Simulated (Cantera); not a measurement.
A Cantera script and what it prints.

```python
import numpy as np
import cantera as ct

gas_names = """
    H H2 N NH NH2 NH3 N2 N2H2 N2H4 V VN
""".split()
cond_names = """
    V(cr) V(L) VN(s)
""".split()


# ... load() reads the species with a 1 bar reference pressure and builds the phases ...
atoms = {
    'V': {'V': 1},
    'NH3': {'N': 1, 'H': 3},
    'N2': {'N': 2},
}
top_T = {'VN(s)': 2300}  # K; cautious upper limits of use, not melting points


# ... equilibrate(T, P, feed) seeds the gas with the atoms and calls Mixture.equilibrate('TP', solver="vcs", rtol=1e-11, max_steps=5000) ...
results = []
feed = {'V': 1, 'NH3': 2.8, 'N2': 1.9}  # mol
P = 8900  # Pa
for T in [798, 998, 1198, 1398, 1598, 1798, 1998, 2198, 2398, 2598]:
    mix = equilibrate(T, P, feed)
    results.append((T, P, feed, dict(zip(mix.species_names, mix.species_moles))))

top = {s: max(r[3][s] / sum(r[3][g] for g in gas_names) for r in results) for s in gas_names}
cols = sorted((s for s in top if top[s] > 0.001), key=lambda s: -top[s])[:6]
seen = [c for c in cond_names if any(r[3].get(c, 0) > 1e-12 for r in results)]
print("log10 of partial pressures in bar; condensed amounts in mol")
print(f"{'T/K':>10s}" + "".join(f"{s[:9]:>10s}" for s in cols + seen))
for T, P, feed, n in results:
    ng = sum(n[g] for g in gas_names)
    print(f"{T:10.4g}" + "".join(f"{np.log10(max(n[s] / ng * P / 1e5, 1e-99)):10.3f}" for s in cols)
          + "".join(f"{n.get(c, 0):10.4g}" for c in seen))
```

Output:

```
log10 of partial pressures in bar; condensed amounts in mol
       T/K        H2        N2         H         V      V(L)     VN(s)
       798    -1.273    -1.449   -12.211   -34.728         0         1
       998    -1.272    -1.449    -9.304   -25.177         0         1
      1198    -1.272    -1.449    -7.357   -18.835         0         1
      1398    -1.272    -1.449    -5.961   -14.326         0         1
      1598    -1.273    -1.449    -4.910   -10.960         0         1
      1798    -1.273    -1.449    -4.090    -8.356         0         1
      1998    -1.275    -1.449    -3.432    -6.285         0         1
      2198    -1.281    -1.452    -2.895    -4.599         0     0.998
      2398    -1.328    -1.417    -2.466    -3.519    0.9739         0
      2598    -1.370    -1.436    -2.104    -2.730    0.8321         0
```

Method: chemical equilibrium by Gibbs-energy minimisation in Cantera with the NASA 1993 tables (ideal gas, pure condensed phases). VN: taken at fixed stoichiometry. Condensed phases not in the tables: V2N, N, O or C dissolved in the metal.
